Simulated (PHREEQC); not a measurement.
A solution holds 0.2 mol HF, 0.0001 mol NH4F, 0.0002 mol H2SiF6 and 0.00017 mol HCl per kg of water, at 65 °C. Closed to the air; pH follows from the charge balance.

Equilibrium calculation in PHREEQC: ion-association model, phreeqc.dat.

This is a speciation only: nothing precipitates in the calculation.

### Question
Order these F species by the share of F that they hold, largest first: HF, HF2-, F-, SiF6-2.

### Answer
HF (91 %), HF2- (4.9 %), F- (3.1 %), SiF6-2 (0.60 %)

The pH is 1.98 and the ionic strength 0.0119 mol/kgw. Constants without temperature data keep their 25 °C values here. SiF6-2 is the database's only silicon fluoride.
